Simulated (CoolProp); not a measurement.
Vapour-liquid equilibrium of propylene (1) + R114 (2) at 695 kPa; x and y are mole fractions of (1).

Values from CoolProp's multi-fluid Helmholtz-energy mixture model, Lemmon 2013 and Platzer 1990; pair parameters Bell 2016. This equation is an older, rougher fit; its heat capacities, sound speeds and derivatives of the liquid may be far off and weren't checked against measurements.

Problem. Give the bubble temperature and the first vapour's composition at x = 0.05, 0.5, 0.95. Is there an azeotrope?

Solution. x = 0.05: 60.4 °C, y = 0.173; x = 0.5: 22.0 °C, y = 0.820; x = 0.95: 7.3 °C, y = 0.982. No azeotrope shows between x = 0.05 and 0.95.

Pair parameters are fitted to limited data, so mixtures are less certain than the pure fluids.
